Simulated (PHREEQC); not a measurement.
1 kg of water holding 0.034 mol NaCl and 0.4 mol MgCl2 is evaporated at 50 °C; the solids stay in contact with the brine. No CO2 enters from the air. The run lets Bischofite, Brucite, Halite, MgCl2_4H2O precipitate or redissolve, and no other solid.

Base run: PHREEQC, Pitzer model, pitzer.dat. Each further column changes one thing. The table gives water activity.

| H2O removed (mol) | base | temperature from 50 to 25 °C | temperature from 50 to 5 °C |
|---|---|---|---|
| 0 | 0.980 | 0.979 | 0.979 |
| 9.886 | 0.975 | 0.974 | 0.974 |
| 18.01 | 0.968 | 0.967 | 0.967 |
| 30.18 | 0.949 | 0.948 | 0.947 |
| 34.69 | 0.935 | 0.933 | 0.931 |
| 38.4 | 0.916 | 0.912 | 0.910 |
| 41.44 | 0.890 | 0.885 | 0.881 |
| 43.95 | 0.854 | 0.847 | 0.842 |
| 46.01 | 0.806 | 0.796 | 0.789 |
| 49.09 | 0.656 | 0.637 | 0.623 |
| 50.23 | 0.548 | 0.524 | 0.505 |
| 51.17 | 0.431 | 0.405 | 0.384 |

At this temperature some constants are extrapolated from 25 °C, and those without enthalpy data are left unchanged.
